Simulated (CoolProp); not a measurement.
Vapour-liquid equilibrium of C2F6 (R116) (1) + propane (2) at 274 kPa; x and y are mole fractions of (1).

Values from CoolProp's multi-fluid Helmholtz-energy mixture model, Lemmon 2006 and Lemmon 2009; pair parameters Bell 2016.

| x | bubble temperature (K) | y at the bubble point | dew temperature at overall composition x (K) | liquid density (mol/L) |
|---|---|---|---|---|
| 0.05 | 236.6 | 0.531 | 254.9 | 12.83 |
| 0.2 | 220.3 | 0.787 | 250.0 | 12.73 |
| 0.35 | 218.5 | 0.809 | 244.6 | 12.28 |
| 0.5 | 218.2 | 0.814 | 238.1 | 11.85 |
| 0.65 | 217.6 | 0.830 | 230.1 | 11.49 |
| 0.8 | 216.7 | 0.870 | 219.3 | 11.21 |
| 0.95 | 215.9 | 0.956 | 215.9 | 10.99 |

No azeotrope shows between x = 0.05 and 0.95.

The pair parameters rest on a limited set of measurements; away from them the model extrapolates. With so large a gap from Raoult's law the liquid may split in two, which this calculation doesn't test in full.
